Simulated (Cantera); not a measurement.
**Catalytic combustion on Pt**

An isothermal plug-flow reactor at 725 K and 1.50 bar (inlet), inlet velocity 0.1 m/s, active area per volume 110 1/m; feed 2.82 % CO, 4.46 % O₂, 92.7 % N₂, equivalence ratio 0.32.

Cantera simulation using Deutschmann's 1995 Pt surface mechanism with GRI-Mech 3.0 gas chemistry; the numbers are that mechanism's predictions, not measurements. Catalytic surfaces can have several steady states; this one follows from the mechanism file's or the stated starting coverage. Mass transfer to the wall is taken as infinitely fast.

```json
[
 {"z (m)": "0.00045", "x CO": "0.0277", "x O₂": "0.0444", "x H₂O": "<1e-12", "x CO₂": "0.000458", "θ free Pt": "0.0344", "θ O*": "0.00326", "θ CO*": "0.962"},
 {"z (m)": "0.00098", "x CO": "0.0272", "x O₂": "0.0441", "x H₂O": "<1e-12", "x CO₂": "0.00100", "θ free Pt": "0.0347", "θ O*": "0.00331", "θ CO*": "0.962"},
 {"z (m)": "0.0021", "x CO": "0.0260", "x O₂": "0.0436", "x H₂O": "<1e-12", "x CO₂": "0.00219", "θ free Pt": "0.0355", "θ O*": "0.00342", "θ CO*": "0.961"},
 {"z (m)": "0.0045", "x CO": "0.0234", "x O₂": "0.0423", "x H₂O": "<1e-12", "x CO₂": "0.00488", "θ free Pt": "0.0376", "θ O*": "0.00373", "θ CO*": "0.959"},
 {"z (m)": "0.0098", "x CO": "0.0163", "x O₂": "0.0389", "x H₂O": "<1e-12", "x CO₂": "0.0120", "θ free Pt": "0.0455", "θ O*": "0.00508", "θ CO*": "0.949"},
 {"z (m)": "0.021", "x CO": "0.000497", "x O₂": "0.0312", "x H₂O": "<1e-12", "x CO₂": "0.0281", "θ free Pt": "0.0198", "θ O*": "0.980", "θ CO*": "0.000207"},
 {"z (m)": "0.045", "x CO": "3.43e-5", "x O₂": "0.0310", "x H₂O": "<1e-12", "x CO₂": "0.0285", "θ free Pt": "0.0173", "θ O*": "0.983", "θ CO*": "1.09e-5"}
]
```
x: gas mole fraction; θ: surface coverage.
